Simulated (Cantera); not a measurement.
A Cantera script and what it prints.

```python
import numpy as np
import cantera as ct

gas_names = """
    O2 CO
""".split()
cond_names = """
    Ta(cr) TaC(s) Ta2O5(s)
""".split()


# ... load() reads the species with a 1 bar reference pressure and builds the phases ...
species = {s.name: s for s in load("nasa_gas.yaml", gas_names) + load("nasa_condensed.yaml", cond_names)}
T = 1375
g = {n: (s.thermo.h(T) - T * s.thermo.s(T)) / (ct.gas_constant * T * np.log(10)) for n, s in species.items()}
valid = cond_names  # the entries whose range holds T


def stable(la, lb):
    # potentials (over RT ln 10) of the two non-metals from log10 p(O2) and log10 p(CO) in bar
    mu = {}
    mu["O"] = (g["O2"] + la) / 2
    mu["C"] = (g["CO"] + lb - 1 * mu["O"]) / 1
    cost = {}
    for n in valid:
        c = species[n].composition
        cost[n] = (g[n] - sum(c.get(e, 0) * m for e, m in mu.items())) / c["Ta"]
    return min(cost, key=cost.get)


results = []
for lb in [0, -1.3, -2.6, -3.9, -5.2, -6.5, -7.8, -9.1, -10.4, -11.7, -13]:
    row = [stable(la, lb) for la in [-20, -18.7, -17.4, -16.1, -14.8, -13.4, -12.1, -10.8, -9.5, -8.2, -6.9, -5.6, -4.2, -2.9, -1.6, -0.3, 1]]
    results.append(row)
    print(f"{lb:6.1f}  " + " ".join(f"{valid.index(n):x}" for n in row))
print("key: " + ", ".join(f"{i:x} {n}" for i, n in enumerate(valid)))
```

It prints:

```
   0.0  1 1 2 2 2 2 2 2 2 2 2 2 2 2 2 2 2
  -1.3  1 1 2 2 2 2 2 2 2 2 2 2 2 2 2 2 2
  -2.6  1 2 2 2 2 2 2 2 2 2 2 2 2 2 2 2 2
  -3.9  1 2 2 2 2 2 2 2 2 2 2 2 2 2 2 2 2
  -5.2  2 2 2 2 2 2 2 2 2 2 2 2 2 2 2 2 2
  -6.5  2 2 2 2 2 2 2 2 2 2 2 2 2 2 2 2 2
  -7.8  2 2 2 2 2 2 2 2 2 2 2 2 2 2 2 2 2
  -9.1  2 2 2 2 2 2 2 2 2 2 2 2 2 2 2 2 2
 -10.4  2 2 2 2 2 2 2 2 2 2 2 2 2 2 2 2 2
 -11.7  2 2 2 2 2 2 2 2 2 2 2 2 2 2 2 2 2
 -13.0  2 2 2 2 2 2 2 2 2 2 2 2 2 2 2 2 2
key: 0 Ta(cr), 1 TaC(s), 2 Ta2O5(s)
```

Cantera with NASA thermochemical tables; ideal gases at 1 bar, condensed phases pure. TaC: taken at fixed stoichiometry. Not in the tables: Ta2C. Part of the grid cannot be reached: there another gas would pass 10 bar, or a non-metal would condense.
